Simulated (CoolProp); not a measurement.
Vapour-liquid equilibrium of CH2F2 (R32) (1) + R125 (2) at 1.41 MPa; x and y are mole fractions of (1).

Values from CoolProp's multi-fluid Helmholtz-energy mixture model, Tillner-Roth 1997 and Lemmon 2005; pair parameters Lemmon 2004.

Problem. Give the bubble temperature and the first vapour's composition at x = 0.2, 0.35, 0.5. Is there an azeotrope?

Solution. x = 0.2: 296.4 K, y = 0.237; x = 0.35: 294.7 K, y = 0.395; x = 0.5: 293.4 K, y = 0.540. No azeotrope shows between x = 0.05 and 0.95.

The pair parameters rest on a limited set of measurements; away from them the model extrapolates.
